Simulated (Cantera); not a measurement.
Charge: 1 mol MgSO4, 0.14 mol H2O, 0.16 mol CO2, held at 948 K and 0.133 bar.

Equilibrium computed with Cantera from the NASA thermochemical tables; the gas is ideal and each condensed phase is pure. Candidate condensed phases: C, C6H6, C7H8, C8H18, H2O, H2SO4, Mg, MgCO3, MgO, Mg(OH)2, MgS, MgSO4, S; 130 gas species. Equilibrium is a limit: real reactors are often held back by kinetics, nucleation or transport.

Question: What is the equilibrium state?

Answer: 
| Property | Value |
|---|---|
| x(CO2) | 0.533 |
| x(H2O) | 0.466 |
| x(SO2) | 0.000361 |
| x(O2) | 0.000181 |
| x(SO3) | 6.10e-6 |
| n(MgO(s)) | 0.000110 mol |
| n(MgSO4(s)) | 1.000 mol |
| gas amount | 0.3002 mol |
| log10 activity of MgCO3(s) (absent) | -3.62 |
| log10 activity of H2SO4(l) (absent) | -10.77 |
| log10 activity of S(l) (absent) | -16.02 |
